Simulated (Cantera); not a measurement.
Equilibrium for silicon oxide and oxynitride deposition: SiH2Cl2 + NO + N2

A closed system holds: 1 mol SiH2Cl2, 2.3 mol NO, 120 mol N2, at 1077 °C and 100 Torr.

Cantera equilibrium calculation (NASA polynomials, part measured and part estimated; ideal gas, pure solids and liquids). Candidate condensed phases: H2O, NH4Cl, Si, SiO2, Si2N2O, Si3N4; 47 gas species. The tables hold silica as quartz up to 1696 K and as liquid above; real silica turns to tridymite and cristobalite and melts near 1996 K. Kinetics and transport are ignored.

```json
{
 "x(N2)": "0.982",
 "x(HCl)": "0.0150",
 "x(O2)": "0.000895",
 "x(Cl)": "0.000770",
 "x(H2O)": "0.000602",
 "x(Cl2)": "0.000217",
 "x(NO)": "3.95e-5",
 "n(SiO2(β-quartz))": "1.00 mol",
 "gas_amount": "123.3 mol",
 "log10 activity of Si(s) (absent)": "-21.97"
}
```
